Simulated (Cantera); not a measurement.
Feed: 1 mol CaCO3, 0.061 mol C, 0.015 mol H2, held at 800 K and 0.640 bar.

These are equilibrium values from Cantera (NASA tables, ideal gas, pure condensed phases), not measurements of a reactor. Candidate condensed phases: C, C6H6, C7H8, C8H18, Ca, CaCO3, CaO, Ca(OH)2, H2O; 115 gas species. The numbers say what is thermodynamically allowed, not how fast it happens.

Base state: H2 0.630, CH4 0.341, H2O 0.0261, CO 0.00277, CO2 0.000486 (mole fractions); condensed: C(graphite) + CaCO3(calcite) + CaO(s).

**Question.** What changes in the equilibrium state with this change: pressure from 0.640 bar to 1.40 bar?

**Answer.** 
```json
[
 {"species": "H2", "before": "0.630", "after": "0.502"},
 {"species": "CH4", "before": "0.341", "after": "0.475"},
 {"species": "H2O", "before": "0.0261", "after": "0.0209"},
 {"species": "CO", "before": "0.00277", "after": "0.00127"},
 {"species": "CO2", "before": "0.000486", "after": "0.000222"},
 {"species": "C(graphite), mol", "before": "0.0573", "after": "0.0563"},
 {"species": "CaCO3(calcite), mol", "before": "1.000", "after": "1.000"},
 {"species": "CaO(s), mol", "before": "0.000168", "after": "0.000115"}
]
```
